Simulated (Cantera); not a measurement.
A Cantera script and what it prints.

```python
import numpy as np
import cantera as ct

gas_names = """
    Mg MgO Mg2 O O2 O3 Si SiO SiO2 Si2 Si3
""".split()
cond_names = """
    Mg(cr) Mg(L) MgO(s) MgO(L) MgSiO3(I) MgSiO3(II) MgSiO3(III) MgSiO3(L) Mg2SiO4(s) Mg2SiO4(L) Si(cr)
    Si(L) SiO2(Lqz) SiO2(hqz) SiO2(L)
""".split()


def load(file, names, dense=False):
    # The tables refer to 1 bar. Condensed volumes are neglected.
    table = {s.name: s for s in ct.Species.list_from_file(file)}
    out = []
    for n in names:
        d = dict(table[n].input_data)
        d["thermo"] = dict(d["thermo"], **{"reference-pressure": 1e5})
        if dense:
            d["equation-of-state"] = {"model": "constant-volume", "density": "1e6 g/cm^3"}
        out.append(ct.Species.from_dict(d))
    return out


gas = ct.Solution(thermo="ideal-gas", species=load("nasa_gas.yaml", gas_names))
cond = {s.name: ct.Solution(thermo="fixed-stoichiometry", species=[s], name=s.name)
        for s in load("nasa_condensed.yaml", cond_names, dense=True)}
atoms = {
    'SiO2': {'Si': 1, 'O': 2},
    'MgO': {'Mg': 1, 'O': 1},
    'O2': {'O': 2},
}
top_T = {}  # K; cautious upper limits of use, not melting points


def equilibrate(T, P, feed):
    n = {}
    for name, mol in feed.items():
        for a, k in atoms[name].items():
            n[a] = n.get(a, 0.0) + k * mol
    gas.TPX = T, P, n
    mass = sum(n.values()) * gas.mean_molecular_weight
    gas.equilibrate("TP")
    valid = [c for c in cond.values() if c.min_temp <= T <= top_T.get(c.name, c.max_temp)]
    mix = ct.Mixture([(gas, mass / gas.mean_molecular_weight)] + [(c, 0.0) for c in valid])
    mix.T, mix.P = T, P
    mix.equilibrate("TP", solver="vcs", rtol=1e-11, max_steps=5000)
    return mix


results = []
feed = {'SiO2': 1, 'MgO': 0.17, 'O2': 0.44}  # mol
T = 1498  # K
P = 13332.2  # Pa
mix = equilibrate(T, P, feed)
results.append((T, P, feed, dict(zip(mix.species_names, mix.species_moles))))
x = sorted(zip(gas.X, gas.species_names), reverse=True)
print(f"T = {T:g} K  P = {P:g} Pa  gas = {mix.phase_moles(0):.4g} mol")
print("   x: " + "  ".join(f"{s} {v:.3e}" for v, s in x if v > 0.001))
print("   condensed (mol): " + ("  ".join(f"{mix.phase(i).name} {mix.phase_moles(i):.4g}"
      for i in range(1, mix.n_phases) if mix.phase_moles(i) > 1e-12) or "none"))
```

It prints:

```
T = 1498 K  P = 13332.2 Pa  gas = 0.44 mol
   x: O2 1.000e+00
   condensed (mol): MgSiO3(III) 0.17  SiO2(hqz) 0.83
```

Method: chemical equilibrium by Gibbs-energy minimisation in Cantera with the NASA 1993 tables (ideal gas, pure condensed phases). Mutual solubility and eutectic melting of coexisting phases are not modelled. The tables hold silica as quartz up to 1696 K and as liquid above; real silica turns to tridymite and cristobalite and melts near 1996 K. Condensed phases not in the tables: alloys, solid solutions and most ternary compounds.
